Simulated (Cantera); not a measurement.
Premixed flame

A freely propagating, adiabatic, planar premixed flame of 13.9 % CH₃OH, 14.9 % O₂, 71.1 % N₂, unburnt at 500 K and 0.503 atm; mixture-averaged transport, grid criteria slope 0.08 and curve 0.16, no radiation.

Model: GRI-Mech 3.0 (53 species, 325 reactions), integrated in Cantera. GRI-Mech 3.0 was tuned for natural gas; its chemistry of methanol as a main component is partial and can be far from experiment. Burning velocities carry a grid error of a few per cent, more on coarse grids.

```json
[
 {"z (mm)": "-1.56", "T (K)": "500", "u (m/s)": "0.922", "x CH₃OH": "0.139", "x O₂": "0.149", "x CH₂O": "7.82e-7", "x CH₂": "<1e-8", "x C₂H": "<1e-8", "x H₂O": "0.000104"},
 {"z (mm)": "-1.04", "T (K)": "504", "u (m/s)": "0.935", "x CH₃OH": "0.138", "x O₂": "0.147", "x CH₂O": "1.32e-5", "x CH₂": "<1e-8", "x C₂H": "<1e-8", "x H₂O": "0.000933"},
 {"z (mm)": "-0.779", "T (K)": "519", "u (m/s)": "0.970", "x CH₃OH": "0.136", "x O₂": "0.145", "x CH₂O": "8.63e-5", "x CH₂": "<1e-8", "x C₂H": "<1e-8", "x H₂O": "0.00374"},
 {"z (mm)": "-0.519", "T (K)": "604", "u (m/s)": "1.15", "x CH₃OH": "0.129", "x O₂": "0.137", "x CH₂O": "0.000744", "x CH₂": "<1e-8", "x C₂H": "<1e-8", "x H₂O": "0.0172"},
 {"z (mm)": "-0.260", "T (K)": "952", "u (m/s)": "1.89", "x CH₃OH": "0.0944", "x O₂": "0.107", "x CH₂O": "0.00540", "x CH₂": "<1e-8", "x C₂H": "<1e-8", "x H₂O": "0.0660"},
 {"z (mm)": "-0.130", "T (K)": "1283", "u (m/s)": "2.63", "x CH₃OH": "0.0520", "x O₂": "0.0757", "x CH₂O": "0.0106", "x CH₂": "3.76e-7", "x C₂H": "<1e-8", "x H₂O": "0.110"},
 {"z (mm)": "0", "T (K)": "1611", "u (m/s)": "3.41", "x CH₃OH": "0.00883", "x O₂": "0.0436", "x CH₂O": "0.00679", "x CH₂": "1.42e-5", "x C₂H": "<1e-8", "x H₂O": "0.156"},
 {"z (mm)": "0.130", "T (K)": "1728", "u (m/s)": "3.68", "x CH₃OH": "0.000183", "x O₂": "0.0242", "x CH₂O": "0.000397", "x CH₂": "6.55e-6", "x C₂H": "<1e-8", "x H₂O": "0.180"},
 {"z (mm)": "0.260", "T (K)": "1760", "u (m/s)": "3.74", "x CH₃OH": "8.99e-7", "x O₂": "0.0127", "x CH₂O": "7.02e-6", "x CH₂": "7.61e-7", "x C₂H": "<1e-8", "x H₂O": "0.190"},
 {"z (mm)": "0.519", "T (K)": "1792", "u (m/s)": "3.79", "x CH₃OH": "<1e-8", "x O₂": "0.00452", "x CH₂O": "8.14e-8", "x CH₂": "1.92e-8", "x C₂H": "<1e-8", "x H₂O": "0.194"},
 {"z (mm)": "1.04", "T (K)": "1826", "u (m/s)": "3.84", "x CH₃OH": "<1e-8", "x O₂": "0.00215", "x CH₂O": "<1e-8", "x CH₂": "<1e-8", "x C₂H": "<1e-8", "x H₂O": "0.192"},
 {"z (mm)": "2.08", "T (K)": "1862", "u (m/s)": "3.90", "x CH₃OH": "<1e-8", "x O₂": "0.00144", "x CH₂O": "<1e-8", "x CH₂": "<1e-8", "x C₂H": "<1e-8", "x H₂O": "0.192"},
 {"z (mm)": "4.15", "T (K)": "1901", "u (m/s)": "3.98", "x CH₃OH": "<1e-8", "x O₂": "0.000861", "x CH₂O": "<1e-8", "x CH₂": "<1e-8", "x C₂H": "<1e-8", "x H₂O": "0.195"}
]
```
x: mole fraction of selected species; z is measured from the peak of heat release.

```json
{
  "laminar_burning_velocity": "91.7 cm/s",
  "thermal_thickness": "0.519 mm",
  "peak x(CH₂O)": "0.0113",
  "peak x(CH₂)": "1.62e-5",
  "peak x(C₂H)": "<1e-8",
  "grid_points": "143"
}
```
